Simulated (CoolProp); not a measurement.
Saturation properties of decamethyltetrasiloxane (MD2M) (Tc = 326.2 °C, pc = 1144 kPa, ω = 0.635).

The numbers come from the reference Helmholtz-energy equation of state, Thol 2017 in CoolProp.

```csv
T (°C),p (kPa),liquid density (kg/m³),vapour density (kg/m³),enthalpy of vaporisation (kJ/kg),surface tension (mN/m)
186.75,83.74,676.6,7.267,132.7,5.84
188.95,88.51,673.9,7.666,131.9,5.71
191.15,93.48,671.2,8.083,131.0,5.58
193.35,98.67,668.4,8.518,130.2,5.45
195.55,104.1,665.6,8.972,129.4,5.33
197.65,109.5,662.9,9.423,128.5,5.20
199.85,115.3,660.1,9.915,127.7,5.08
202.05,121.4,657.3,10.43,126.8,4.96
204.25,127.8,654.4,10.96,125.9,4.83
206.45,134.4,651.5,11.52,125.1,4.71
208.65,141.2,648.6,12.10,124.2,4.59
210.85,148.3,645.6,12.70,123.3,4.47
213.05,155.7,642.6,13.33,122.4,4.35
215.25,163.4,639.7,13.98,121.5,4.23
217.45,171.4,636.6,14.66,120.5,4.11
```

It boils at 194.4 °C under 1 atm.

Surface tension comes from a separate correlation (Mulero 2014), older than this fluid's equation and unchecked against measurements.
